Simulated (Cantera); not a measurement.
Charge: 1 mol HF, 0.59 mol SO₂, 2.9 mol H₂, 0.21 mol O₂, at 2052 °C and 0.0133 bar.

Method: chemical equilibrium by Gibbs-energy minimisation in Cantera with the NASA 1993 tables (ideal gas, pure condensed phases). Candidate condensed phases: H₂O, H₂SO₄, S; 43 gas species. The numbers say what is thermodynamically allowed, not how fast it happens.

Q: What is the equilibrium state?

A: 
```json
{
  "x(H₂)": "0.374",
  "x(H₂O)": "0.224",
  "x(HF)": "0.219",
  "x(H)": "0.0582",
  "x(SO)": "0.0473",
  "x(SO₂)": "0.0361",
  "x(S)": "0.0169",
  "x(S₂)": "0.00968",
  "x(SH)": "0.00799",
  "gas_amount": "4.572 mol",
  "log10 activity of S(l) (absent)": "-3.66"
}
```
